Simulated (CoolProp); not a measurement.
Vapour-liquid equilibrium of propane (1) + n-pentane (2) at 0.163 MPa; x and y are mole fractions of (1).

Computed with CoolProp (multi-fluid Helmholtz-energy mixture model, Lemmon 2009 and Thol 2019; pair parameters Kunz 2012).

Q: Give the bubble temperature and the first vapour's composition at x = 0.05, 0.65, 0.95. Is there an azeotrope?

A: x = 0.05: 36.2 °C, y = 0.390; x = 0.65: -20.6 °C, y = 0.976; x = 0.95: -29.5 °C, y = 0.997. No azeotrope shows between x = 0.05 and 0.95.

Pair parameters are fitted to limited data, so mixtures are less certain than the pure fluids.
